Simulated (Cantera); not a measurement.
A Cantera script and what it prints.

```python
import numpy as np
import cantera as ct

gas_names = """
    AL ALCL ALCL2 ALCL3 ALH ALN AL2 AL2CL6 CL CL2 H HCL H2 N NH NH2 NH3 N2 N2H2 N2H4
""".split()
cond_names = """
    AL(cr) AL(L) ALCL3(s) ALCL3(L) ALN(s) NH4CL(a) NH4CL(b)
""".split()


# ... load() reads the species with a 1 bar reference pressure and builds the phases ...
atoms = {
    'AlCl3': {'AL': 1, 'CL': 3},
    'N2': {'N': 2},
    'H2': {'H': 2},
}
top_T = {'ALN(s)': 2750}  # K; cautious upper limits of use, not melting points


# ... equilibrate(T, P, feed) seeds the gas with the atoms and calls Mixture.equilibrate('TP', solver="vcs", rtol=1e-11, max_steps=5000) ...
results = []
feed = {'AlCl3': 1, 'N2': 82, 'H2': 12}  # mol
for P in [10, 25, 63, 160, 400, 1000, 2500, 6300, 16000, 40000, 100000]:
    for T in [1750, 1775, 1800, 1825, 1850, 1875, 1900, 1925, 1950, 1975, 2000, 2025]:
        mix = equilibrate(T, P, feed)
        results.append((T, P, feed, dict(zip(mix.species_names, mix.species_moles))))

for T, P, feed, n in results:
    print(f"{T:7g} {P:10.4g}  " + (" + ".join(c for c in cond_names if n.get(c, 0) > 1e-12) or "gas only"))
```

Output:

```
   1750         10  gas only
   1775         10  gas only
   1800         10  gas only
   1825         10  gas only
   1850         10  gas only
   1875         10  gas only
   1900         10  gas only
   1925         10  gas only
   1950         10  gas only
   1975         10  gas only
   2000         10  gas only
   2025         10  gas only
   1750         25  gas only
   1775         25  gas only
   1800         25  gas only
   1825         25  gas only
   1850         25  gas only
   1875         25  gas only
   1900         25  gas only
   1925         25  gas only
   1950         25  gas only
   1975         25  gas only
   2000         25  gas only
   2025         25  gas only
   1750         63  gas only
   1775         63  gas only
   1800         63  gas only
   1825         63  gas only
   1850         63  gas only
   1875         63  gas only
   1900         63  gas only
   1925         63  gas only
   1950         63  gas only
   1975         63  gas only
   2000         63  gas only
   2025         63  gas only
   1750        160  gas only
   1775        160  gas only
   1800        160  gas only
   1825        160  gas only
   1850        160  gas only
   1875        160  gas only
   1900        160  gas only
   1925        160  gas only
   1950        160  gas only
   1975        160  gas only
   2000        160  gas only
   2025        160  gas only
   1750        400  gas only
   1775        400  gas only
   1800        400  gas only
   1825        400  gas only
   1850        400  gas only
   1875        400  gas only
   1900        400  gas only
   1925        400  gas only
   1950        400  gas only
   1975        400  gas only
   2000        400  gas only
   2025        400  gas only
   1750       1000  gas only
   1775       1000  gas only
   1800       1000  gas only
   1825       1000  gas only
   1850       1000  gas only
   1875       1000  gas only
   1900       1000  gas only
   1925       1000  gas only
   1950       1000  gas only
   1975       1000  gas only
   2000       1000  gas only
   2025       1000  gas only
   1750       2500  gas only
   1775       2500  gas only
   1800       2500  gas only
   1825       2500  gas only
   1850       2500  gas only
   1875       2500  gas only
   1900       2500  gas only
   1925       2500  gas only
   1950       2500  gas only
   1975       2500  gas only
   2000       2500  gas only
   2025       2500  gas only
   1750       6300  gas only
   1775       6300  gas only
   1800       6300  gas only
   1825       6300  gas only
   1850       6300  gas only
   1875       6300  gas only
   1900       6300  gas only
   1925       6300  gas only
   1950       6300  gas only
   1975       6300  gas only
   2000       6300  gas only
   2025       6300  gas only
   1750    1.6e+04  gas only
   1775    1.6e+04  gas only
   1800    1.6e+04  gas only
   1825    1.6e+04  gas only
   1850    1.6e+04  gas only
   1875    1.6e+04  gas only
   1900    1.6e+04  gas only
   1925    1.6e+04  gas only
   1950    1.6e+04  gas only
   1975    1.6e+04  gas only
   2000    1.6e+04  gas only
   2025    1.6e+04  gas only
   1750      4e+04  ALN(s)
   1775      4e+04  ALN(s)
   1800      4e+04  gas only
   1825      4e+04  gas only
   1850      4e+04  gas only
   1875      4e+04  gas only
   1900      4e+04  gas only
   1925      4e+04  gas only
   1950      4e+04  gas only
   1975      4e+04  gas only
   2000      4e+04  gas only
   2025      4e+04  gas only
   1750      1e+05  ALN(s)
   1775      1e+05  ALN(s)
   1800      1e+05  ALN(s)
   1825      1e+05  ALN(s)
   1850      1e+05  ALN(s)
   1875      1e+05  gas only
   1900      1e+05  gas only
   1925      1e+05  gas only
   1950      1e+05  gas only
   1975      1e+05  gas only
   2000      1e+05  gas only
   2025      1e+05  gas only
```

These are equilibrium values from Cantera (NASA tables, ideal gas, pure condensed phases), not measurements of a reactor. The tables' values for AlCl2 are old estimates.
